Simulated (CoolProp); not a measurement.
Fluorine along the isotherm 200.1 K: Z from the reference equation and from simpler models built on Tc = 144.4 K, pc = 5.240 MPa, ω = 0.045; each cubic takes its own stable root.

Values from CoolProp's reference Helmholtz-energy equation of state, de Reuck 1990.

```csv
p (MPa),phase,reference,Pitzer virial,van der Waals,Redlich-Kwong,Soave-Redlich-Kwong,Peng-Robinson
0.0249,gas,0.9995,0.9994,0.9994,0.9994,0.9994,0.9993
0.0471,gas,0.9990,0.9989,0.9988,0.9989,0.9989,0.9987
0.0893,gas,0.9981,0.9980,0.9978,0.9978,0.9980,0.9975
0.169,gas,0.9963,0.9962,0.9958,0.9959,0.9962,0.9953
0.321,gas,0.9930,0.9928,0.9920,0.9922,0.9927,0.9911
0.609,gas,0.9867,0.9863,0.9848,0.9853,0.9862,0.9831
1.15,gas,0.9745,0.9742,0.9712,0.9722,0.9740,0.9682
2.19,gas,0.9507,0.9508,0.9443,0.9471,0.9507,0.9399
4.15,gas,0.9060,0.9067,0.8920,0.9005,0.9076,0.8884
7.86,supercritical,0.8275,0.8234,0.7893,0.8184,0.8334,0.8018
```
